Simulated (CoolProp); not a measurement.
The fluid at 348.6 K and 3.28 MPa flows at 4.1 m/s in a round tube of 12.7 mm bore and 45 µm roughness, fully developed (64/Re and Nu = 3.66 if laminar; Colebrook and Gnielinski if turbulent). The same conditions are run with several fluids, on thermodynamics alone (safety and materials aside).

Model: reference Helmholtz-energy equation of state of each fluid (CF4 (R14): Platzer 1990; R13: Platzer 1990; oxygen: Schmidt 1985; R404A: Lemmon 2003; R410A: Lemmon 2003), in CoolProp. The equations of Platzer and Polt are older, rougher fits. Blends and air are pseudo-pure fits.

| fluid | Reynolds number | Darcy friction factor | pressure drop (Pa/m) | heat-transfer coefficient (W/(m² K)) | mass flow (kg/h) |
|---|---|---|---|---|---|
| CF4 (R14) | 259000 | 0.0279 | 1960 | 1360 | 198 |
| R13 | 416000 | 0.0277 | 2690 | 1960 | 275 |
| oxygen | 79500 | 0.0289 | 697 | [?] | 68.2 |
| R404A | 520000 | 0.0277 | 3490 | [?] | 356 |
| R410A | 351000 | 0.0278 | [?] | 2170 | 215 |

Q: Complete the blanks.

A: 
- oxygen, heat-transfer coefficient (W/(m² K)): 600
- R404A, heat-transfer coefficient (W/(m² K)): 4150
- R410A, pressure drop (Pa/m): 2120

Above 300 K oxygen's equation is extrapolated.

Transport values come from each fluid's own correlations; those of CF4 (R14), R13 are estimates that may be off by 10 % or more.
